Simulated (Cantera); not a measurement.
What does this Cantera script print?

```python
import numpy as np
import cantera as ct

gas_names = """
    CL CL2 N N2 Si SiCL SiCL2 SiCL3 SiCL4 SiN Si2 Si2N Si3
""".split()
cond_names = """
    Si(cr) Si(L) Si3N4(a)
""".split()


# ... load() reads the species with a 1 bar reference pressure and builds the phases ...
atoms = {
    'Si2Cl6': {'Si': 2, 'CL': 6},
    'Cl2': {'CL': 2},
    'N2': {'N': 2},
}
top_T = {'Si3N4(a)': 2400}  # K; cautious upper limits of use, not melting points


# ... equilibrate(T, P, feed) seeds the gas with the atoms and calls Mixture.equilibrate('TP', solver="vcs", rtol=1e-11, max_steps=5000) ...
results = []
feed = {'Si2Cl6': 1, 'Cl2': 0.051, 'N2': 24}  # mol
P = 100000  # Pa
for T in [825, 875, 925, 975, 1025, 1075, 1125, 1175, 1225, 1275, 1325, 1375, 1425]:
    mix = equilibrate(T, P, feed)
    results.append((T, P, feed, dict(zip(mix.species_names, mix.species_moles))))

top = {s: max(r[3][s] / sum(r[3][g] for g in gas_names) for r in results) for s in gas_names}
cols = sorted((s for s in top if top[s] > 0.001), key=lambda s: -top[s])[:5]
seen = [c for c in cond_names if any(r[3].get(c, 0) > 1e-12 for r in results)]
print("log10 of partial pressures in bar; condensed amounts in mol")
print(f"{'T/K':>10s}" + "".join(f"{s[:9]:>10s}" for s in cols + seen))
for T, P, feed, n in results:
    ng = sum(n[g] for g in gas_names)
    print(f"{T:10.4g}" + "".join(f"{np.log10(max(n[s] / ng * P / 1e5, 1e-99)):10.3f}" for s in cols)
          + "".join(f"{n.get(c, 0):10.4g}" for c in seen))
```

Result:

```
log10 of partial pressures in bar; condensed amounts in mol
       T/K        N2     SiCL4     SiCL3     SiCL2  Si3N4(a)
       825    -0.027    -1.218    -6.800   -10.435    0.1582
       875    -0.027    -1.218    -6.195    -9.410    0.1582
       925    -0.027    -1.218    -5.656    -8.496    0.1582
       975    -0.027    -1.218    -5.174    -7.678    0.1582
      1025    -0.027    -1.218    -4.739    -6.941    0.1581
      1075    -0.027    -1.218    -4.346    -6.274    0.1581
      1125    -0.027    -1.219    -3.988    -5.667    0.1579
      1175    -0.027    -1.219    -3.662    -5.114    0.1577
      1225    -0.027    -1.221    -3.363    -4.607    0.1572
      1275    -0.027    -1.223    -3.089    -4.142    0.1562
      1325    -0.027    -1.227    -2.838    -3.713    0.1543
      1375    -0.027    -1.234    -2.608    -3.319     0.151
      1425    -0.028    -1.246    -2.398    -2.955    0.1451
```

Method: chemical equilibrium by Gibbs-energy minimisation in Cantera with the NASA 1993 tables (ideal gas, pure condensed phases). The feed counts by its element totals alone. N2 is the only nitrogen source here; it is nearly inert below about 1500 K, so the nitride shown seldom forms there in practice. The tables' values for SiCl3 are old estimates; treat these amounts as uncertain.
